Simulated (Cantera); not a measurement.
Feed: 1 mol PbO, 0.26 mol H2, held at 1150 °C and 0.000430 bar.

Equilibrium computed with Cantera from the NASA thermochemical tables; the gas is ideal and each condensed phase is pure. Gases not in the tables: (PbO)n polymers. Rates play no part.

| species | before | after |
|---|---|---|
| H2O | 0.196 | 0.704 |
| Pb | 0.292 | 0.282 |
| PbO | 0.463 | 0.0144 |
| O2 | 0.0478 | 9.49e-8 |
| O | 1.42e-5 | <1e-9 |
| OH | 0.000259 | 3.25e-7 |
| H2 | 2.77e-5 | 0.000145 |
| Pb(l), mol | 0 | 0.156 |
| PbO(yellow), mol | 0 | 0.735 |
Gas species are given as mole fractions.

Task: Which change was made?
A) temperature from 1150 °C to 350 °C
B) H2 from 0.26 to 0.1 mol
C) pressure from 0.000430 bar to 6.40 bar
D) temperature from 1150 °C to 827 °C

Result: D, temperature from 1150 °C to 827 °C. Mutual solubility and eutectic melting of coexisting phases are not modelled
